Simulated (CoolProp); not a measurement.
Vapour-liquid equilibrium of n-butane (1) + cis-2-butene (2) at 245.7 K; x and y are mole fractions of (1).

Model: multi-fluid Helmholtz-energy mixture model, Bücker 2006 and Lemmon 2005; pair parameters Bell 2016, in CoolProp.

Problem. Give the bubble pressure and the first vapour's composition at x = 0.275, 0.875, 0.95. Is there an azeotrope?

Solution. x = 0.275: 0.02825 MPa, y = 0.328; x = 0.875: 0.03145 MPa, y = 0.889; x = 0.95: 0.03175 MPa, y = 0.956. No azeotrope shows between x = 0.05 and 0.95.

The pair parameters rest on a limited set of measurements; away from them the model extrapolates.
